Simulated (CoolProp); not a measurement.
Normal hydrogen at 338.74 K and 2.11 MPa is throttled through a valve to 1.06 MPa with no heat exchange. Each further row changes one setting.

Computed with CoolProp (reference Helmholtz-energy equation of state, Leachman 2009).

| case | temperature change (K) | final phase | final density (kg/m³) |
|---|---|---|---|
| as stated | +0.4 | gas | 0.754 |
| outlet pressure 0.318 MPa | +0.7 | gas | 0.227 |
| outlet pressure 1.38 MPa | +0.3 | supercritical | 0.980 |
